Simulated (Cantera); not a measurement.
Feed: 1 mol Ti(OiPr)4, 4 mol H2O, 14 mol H2, at 75.0 Torr.

Method: chemical equilibrium by Gibbs-energy minimisation in Cantera with the NASA 1993 tables (ideal gas, pure condensed phases). Candidate condensed phases: C, C6H6, C7H8, C8H18, H2O, Ti, TiC, TiO, TiO2, Ti2O3, Ti3O5, Ti4O7; 113 gas species. The feed counts by its element totals alone. TiC: taken at fixed stoichiometry. Kinetics and transport are ignored.

At 1227 °C, list the 4 most abundant gas species with their mole fractions, and the condensed phases.

H2 0.800, CO 0.200, CH4 0.000164, H 4.98e-5. Condensed: C(graphite) + TiC(s).
